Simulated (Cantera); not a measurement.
Input: 1 mol Cu, 0.52 mol F₂, 0.17 mol N₂, 4.6 mol HF, equilibrated at 0.100 bar.

Points: T (K) = 948, 998, 1048, 1098, 1148, 1198, 1248, 1298, 1348, 1398, 1448.

Cantera's Mixture.equilibrate('TP', solver="vcs", rtol=1e-11, max_steps=5000) on the NASA tables stopped like this:

```
ERROR: FAILURE its = 5001!

*******************************************************************************
CanteraError thrown by MultiPhase::equilibrate:
VCS solver failed. Return code: -1
*******************************************************************************
```

**Question.** What got this run through?

**Answer.** Several could match; the one computed here: The failure is numerical, not chemical. The same input converged with solver="gibbs", rtol=1e-10, max_steps=50000, and the result passed a check of the equilibrium conditions:
```
log10 of partial pressures in bar; condensed amounts in mol
       T/K        HF       CuF      CuF2        N2        Cu    Cu(cr)     Cu(L)   CuF2(s)   CuF2(L)
       948    -1.016    -5.588    -5.648    -2.448   -11.763    0.4799         0    0.5198         0
       998    -1.016    -4.912    -4.947    -2.448   -10.842    0.4797         0    0.5192         0
      1048    -1.016    -4.303    -4.318    -2.448   -10.009    0.4788         0    0.5165         0
      1098    -1.017    -3.752    -3.750    -2.450    -9.254    0.4758         0    0.5072         0
      1148    -1.020    -3.296    -3.323    -2.452    -8.565    0.4678         0         0    0.4849
      1198    -1.026    -2.892    -2.960    -2.459    -7.935    0.4487         0         0    0.4352
      1248    -1.040    -2.524    -2.630    -2.472    -7.356    0.4046         0         0    0.3266
      1298    -1.067    -2.186    -2.329    -2.500    -6.822    0.3049         0         0    0.0932
      1348    -1.082    -2.018    -2.341    -2.514    -6.329    0.2136         0         0         0
      1398    -1.087    -1.930    -2.471    -2.519    -5.887         0    0.1501         0         0
      1448    -1.091    -1.867    -2.625    -2.524    -5.479         0   0.09453         0         0
```

The gas is ideal and each condensed phase is pure. Mutual solubility and eutectic melting of coexisting phases are not modelled.
